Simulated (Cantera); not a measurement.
An adiabatic, constant-pressure homogeneous reactor starts with CH4 : C2H6 : O2 : N2 : H2O = 1 : 0.055 : 2.85 : 10.7 : 3.7 (molar parts), equivalence ratio 0.77, at 1700 K and 2.17 atm.

Model: GRI-Mech 3.0 (53 species, 325 reactions), integrated in Cantera.

Problem. Predict: time of steepest temperature rise; temperature at 1.00 s; equilibrium temperature; x(O2) at 1.00 s; x(CO2) at 1.00 s.

Solution. 
```json
{
 "time_of_steepest_temperature_rise": "57.2 µs",
 "temperature at 1.00 s": "2583 K",
 "equilibrium_temperature": "2583 K",
 "x(O2) at 1.00 s": "0.0353 (gas-phase equilibrium 0.0353)",
 "x(CO2) at 1.00 s": "0.0494 (gas-phase equilibrium 0.0494)"
}
```
